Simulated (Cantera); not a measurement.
An isothermal, constant-pressure homogeneous reactor starts with H2 : O2 = 0.024 : 1 (molar parts), equivalence ratio 0.012, at 1450 K and 10.00 Torr. Integrator tolerance rtol = 1e-08.

Model: GRI-Mech 3.0 (53 species, 325 reactions), integrated in Cantera. Radical loss at walls, strong at low pressure, is not modelled.

**Question.** What does this change do: 0.012 parts H2O added?

**Answer.** 
| quantity | before | after |
|---|---|---|
| x(H2) at 1.00 s | 1.79e-5 (gas-phase equilibrium 1.98e-7) | 1.73e-5 (gas-phase equilibrium 2.95e-7) |
| x(O2) at 1.00 s | 0.974 (gas-phase equilibrium 0.976) | 0.963 (gas-phase equilibrium 0.965) |
| x(OH) at 1.00 s | 0.000996 (gas-phase equilibrium 0.000105) | 0.000975 (gas-phase equilibrium 0.000128) |
| x(O) at 1.00 s | 0.00159 (gas-phase equilibrium 1.73e-5) | 0.00102 (gas-phase equilibrium 1.72e-5) |
| x(H) at 1.00 s | 3.20e-5 (gas-phase equilibrium 3.67e-8) | 2.03e-5 (gas-phase equilibrium 4.48e-8) |
| x(H2O) at 1.00 s | 0.0232 (gas-phase equilibrium 0.0237) | 0.0346 (gas-phase equilibrium 0.0351) |

**Question.** What does this change do: temperature 1450 to 1125 K?

**Answer.** 
```json
[
 {"quantity": "x(H2) at 1.00 s", "before": "1.79e-5 (gas-phase equilibrium 1.98e-7)", "after": "1.68e-6 (gas-phase equilibrium 5.04e-10)"},
 {"quantity": "x(O2) at 1.00 s", "before": "0.974 (gas-phase equilibrium 0.976)", "after": "0.976 (gas-phase equilibrium 0.976)"},
 {"quantity": "x(OH) at 1.00 s", "before": "0.000996 (gas-phase equilibrium 0.000105)", "after": "0.000119 (gas-phase equilibrium 2.13e-6)"},
 {"quantity": "x(O) at 1.00 s", "before": "0.00159 (gas-phase equilibrium 1.73e-5)", "after": "0.000125 (gas-phase equilibrium 3.98e-8)"},
 {"quantity": "x(H) at 1.00 s", "before": "3.20e-5 (gas-phase equilibrium 3.67e-8)", "after": "1.52e-6 (gas-phase equilibrium 8.70e-12)"},
 {"quantity": "x(H2O) at 1.00 s", "before": "0.0232 (gas-phase equilibrium 0.0237)", "after": "0.0237 (gas-phase equilibrium 0.0237)"}
]
```

**Question.** What does this change do: O2 1 to 0.39 parts?

**Answer.** 
```json
[
 {"quantity": "x(H2) at 1.00 s", "before": "1.79e-5 (gas-phase equilibrium 1.98e-7)", "after": "1.76e-5 (gas-phase equilibrium 5.08e-7)"},
 {"quantity": "x(O2) at 1.00 s", "before": "0.974 (gas-phase equilibrium 0.976)", "after": "0.939 (gas-phase equilibrium 0.940)"},
 {"quantity": "x(OH) at 1.00 s", "before": "0.000996 (gas-phase equilibrium 0.000105)", "after": "0.000971 (gas-phase equilibrium 0.000165)"},
 {"quantity": "x(O) at 1.00 s", "before": "0.00159 (gas-phase equilibrium 1.73e-5)", "after": "0.000590 (gas-phase equilibrium 1.70e-5)"},
 {"quantity": "x(H) at 1.00 s", "before": "3.20e-5 (gas-phase equilibrium 3.67e-8)", "after": "1.20e-5 (gas-phase equilibrium 5.88e-8)"},
 {"quantity": "x(H2O) at 1.00 s", "before": "0.0232 (gas-phase equilibrium 0.0237)", "after": "0.0592 (gas-phase equilibrium 0.0596)"}
]
```
The temperature is held fixed by assumption; the heat of reaction is taken as removed at once.
